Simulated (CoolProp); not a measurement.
Vapour pressure (bar) of nitrous oxide: the reference equation beside estimates from Tc = 36.4 °C, pc = 72.45 bar, ω = 0.161. Clausius-Clapeyron is anchored at -66.55 °C with a constant enthalpy of vaporisation of 15.32 kJ/mol.

The numbers come from the reference Helmholtz-energy equation of state, Lemmon 2006 in CoolProp. It is a short technical equation, of lower accuracy than the large ones.

| T (°C) | reference | Lee-Kesler | Clausius-Clapeyron | van der Waals | Redlich-Kwong | Soave-Redlich-Kwong | Peng-Robinson |
|---|---|---|---|---|---|---|---|
| -66.55 | 3.208 | 3.210 | 3.208 | 11.34 | 4.184 | 3.209 | 3.220 |
| -63.35 | 3.710 | 3.714 | 3.675 | 12.30 | 4.799 | 3.713 | 3.718 |
| -60.15 | 4.270 | 4.277 | 4.194 | 13.30 | 5.476 | 4.275 | 4.274 |
| -56.95 | 4.892 | 4.901 | 4.767 | 14.36 | 6.221 | 4.899 | 4.890 |
| -53.75 | 5.579 | 5.592 | 5.398 | 15.48 | 7.036 | 5.591 | 5.572 |
| -50.55 | 6.337 | 6.353 | 6.091 | 16.65 | 7.925 | 6.354 | 6.323 |
| -47.35 | 7.170 | 7.188 | 6.849 | 17.87 | 8.892 | 7.192 | 7.149 |
| -44.15 | 8.081 | 8.103 | 7.676 | 19.15 | 9.940 | 8.112 | 8.054 |
| -40.95 | 9.076 | 9.100 | 8.577 | 20.49 | 11.07 | 9.116 | 9.043 |
| -37.65 | 10.19 | 10.22 | 9.586 | 21.93 | 12.33 | 10.25 | 10.15 |

Absolute difference from the reference over all 10 rows, mean and median: Lee-Kesler 0.2 and 0.2 %, Clausius-Clapeyron 3.3 and 3.6 %, van der Waals 175.7 and 170.1 %, Redlich-Kwong 25.6 and 25.6 %, Soave-Redlich-Kwong 0.3 and 0.2 %, Peng-Robinson 0.2 and 0.3 %.
